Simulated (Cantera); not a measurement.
Input: 1 mol Ti(OiPr)4, 0.9 mol C3H8, 2.6 mol H2, at 1998 K and 0.0100 bar.

Cantera equilibrium calculation (NASA polynomials, part measured and part estimated; ideal gas, pure solids and liquids). Candidate condensed phases: C, C6H6, C7H8, C8H18, H2O, Ti, TiC, TiO, TiO2, Ti2O3, Ti3O5, Ti4O7; 113 gas species. The feed counts by its element totals alone. TiC: taken at fixed stoichiometry. Kinetics and transport are ignored.

Base state: H2 0.821, CO 0.164, H 0.0145, C2H2 (acetylene) 0.000622 (mole fractions); condensed: C(graphite) + TiC(s).

### Question
What changes in the equilibrium state with this change: temperature from 1998 K to 2223.15 K?

### Answer
```json
[
 {"species": "H2", "before": "0.821", "after": "0.780"},
 {"species": "CO", "before": "0.164", "after": "0.161"},
 {"species": "H", "before": "0.0145", "after": "0.0566"},
 {"species": "C2H2 (acetylene)", "before": "0.000622", "after": "0.00227"},
 {"species": "C(graphite), mol", "before": "9.67", "after": "9.59"},
 {"species": "TiC(s), mol", "before": "1.000", "after": "1.000"}
]
```
